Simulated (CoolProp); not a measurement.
Computed with CoolProp (reference Helmholtz-energy equation of state, Lemmon 2005). It is a short technical equation, of lower accuracy than the large ones.

For trans-2-butene, give the phase and the density (kg/m³), Joule-Thomson coefficient (K/MPa), expansivity (1/kK), fugacity coefficient at 386.3 K and 225 bar; 391.5 K and 225 bar; 438.2 K and 225 bar.


- 386.3 K and 225 bar: liquid; density 542, Joule-Thomson coefficient -0.185, expansivity 1.92, fugacity coefficient 0.133
- 391.5 K and 225 bar: liquid; density 536, Joule-Thomson coefficient -0.169, expansivity 1.96, fugacity coefficient 0.143
- 438.2 K and 225 bar: supercritical; density 485, Joule-Thomson coefficient 0.0135, expansivity 2.32, fugacity coefficient 0.248
